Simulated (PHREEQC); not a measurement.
Solution (25 °C): 0.066 mol/kgw KH2PO4 and 0.00049 mol/kgw NaOH. Closed to the air; pH follows from the charge balance.

All values are PHREEQC results (ion-association model, phreeqc.dat), not measurements.

Precipitation was switched off in this run.

Predict the pH, ionic strength.

pH 4.87; ionic strength 0.0670 mol/kgw.
